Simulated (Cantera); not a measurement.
Mixture: H₂ : O₂ : N₂ = 1 : 0.455 : 1.71 (molar parts), equivalence ratio 1.1, at 27.0 bar, adiabatic and at constant pressure. Ignition delay is the time to a rise of 400 K.

Computed with Cantera and the H2/O2 subset of GRI-Mech 3.0, which has no nitrogen chemistry. The hydrogen kinetics of GRI-Mech 3.0 are dated; newer H2 mechanisms differ, most at raised pressure. The pressure lies above the range GRI-Mech 3.0 was tuned for (to about 10 atm). Below about 950 K walls govern HO2 and H2O2 in real vessels.

```tsv
quantity	before	after
delay at 850 K	0.247 s	0.466 s
delay at 950 K	15.9 ms	28.5 ms
delay at 1050 K	1.75 ms	2.65 ms
delay at 1150 K	0.266 ms	0.256 ms
delay at 1250 K	46.1 µs	11.7 µs
```

Problem. Which change was made?
(A) constant volume in place of constant pressure
(B) pressure from 27.0 bar to 0.340 bar
(C) H2 1 to 0.46 parts
(D) pressure from 27.0 bar to 10.0 bar

Solution. D, pressure from 27.0 bar to 10.0 bar
